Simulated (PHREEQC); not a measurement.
**Nickel, zinc or cadmium bath: an equilibrium model**

Solution (60 °C): 0.036 mol/kgw CdCl2, 0.46 mol/kgw Na2SO4 and 0.0046 mol/kgw MnSO4. Closed to the air; pH follows from the charge balance.

The numbers come from PHREEQC with the ion-association model, wateq4f.dat.

```json
{
  "pH": "6.23",
  "ionic_strength": "1.03 mol/kgw",
  "activity_of_water": "0.978"
}
```

| species | molality | activity | log γ |
|---|---|---|---|
| Na+ | 0.748 | 0.520 | -0.158 |
| SO4-2 | 0.252 | 0.0344 | -0.864 |
| NaSO4- | 0.172 | 0.110 | -0.196 |
| Cl- | 0.0639 | 0.0369 | -0.238 |
| Cd(SO4)2-2 | 0.0129 | 0.00488 | -0.423 |
| CdSO4 | 0.0123 | 0.0157 | 0.103 |
| CdCl+ | 0.00651 | 0.00510 | -0.106 |
| Cd+2 | 0.00345 | 0.00130 | -0.423 |
| MnSO4 | 0.00280 | 0.00356 | 0.103 |
| Mn+2 | 0.00172 | 0.000320 | -0.730 |
| CdCl2 | 0.000695 | 0.000882 | 0.103 |
| MnCl+ | 7.72e-5 | 4.81e-5 | -0.206 |
| CdCl3- | 4.20e-5 | 3.29e-5 | -0.106 |
| HSO4- | 7.63e-6 | 4.60e-6 | -0.219 |

This is a speciation only: nothing precipitates in the calculation. The ionic strength is past about 0.7 mol/kgw, beyond the range of this activity model, so the values are rough. At this temperature some constants are extrapolated from 25 °C, and those without enthalpy data are left unchanged.
